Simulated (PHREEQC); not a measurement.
Solution (25 °C): 0.95 mol KOH, 0.0017 mol Al(NO3)3 and 0.0002 mol CO2 per kg of water. Closed to the air; pH follows from the charge balance.

Model: ion-association model, phreeqc.dat, run in PHREEQC.

```json
[
 {"quantity": "pH", "before": "13.75", "after": "12.82"},
 {"quantity": "HCO3- (mol/kgw)", "before": "2.16e-8", "after": "3.17e-7"},
 {"quantity": "SI of Gibbsite (Al(OH)3)", "before": "-2.15", "after": "-1.14"}
]
```

Q: What was changed between the two runs?
A. KOH from 0.95 to 0.095 mol/kgw
B. temperature from 25 to 65 °C
C. CO2 from 0.0002 to 0.001 mol/kgw
D. CO2 replaced by NaHCO3 at the same molality
E. diluted 2-fold with water

A: A, KOH from 0.95 to 0.095 mol/kgw

Precipitation was switched off in this run. The ionic strength passes 0.7 mol/kgw, the rough limit of the ion-association models, in before.
